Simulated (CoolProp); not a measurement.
Methane at 360.85 K and 4.41 MPa is throttled through a valve to 1.61 MPa with no heat exchange. Each further row changes one setting.

The numbers come from the reference Helmholtz-energy equation of state, Setzmann 1991 in CoolProp.

```json
[
 {"case": "as stated", "temperature change (K)": "(withheld)", "final density (kg/m³)": "(withheld)"},
 {"case": "outlet pressure 0.483 MPa", "temperature change (K)": "(withheld)", "final density (kg/m³)": "(withheld)"},
 {"case": "outlet pressure 2.09 MPa", "temperature change (K)": "(withheld)", "final density (kg/m³)": "11.6"}
]
```

**Question.** Some entries are withheld; supply them.

**Answer.** 
- as stated, temperature change (K): -7.8
- as stated, final density (kg/m³): 8.92
- outlet pressure 0.483 MPa, temperature change (K): -11.2
- outlet pressure 0.483 MPa, final density (kg/m³): 2.68
- outlet pressure 2.09 MPa, temperature change (K): -6.4
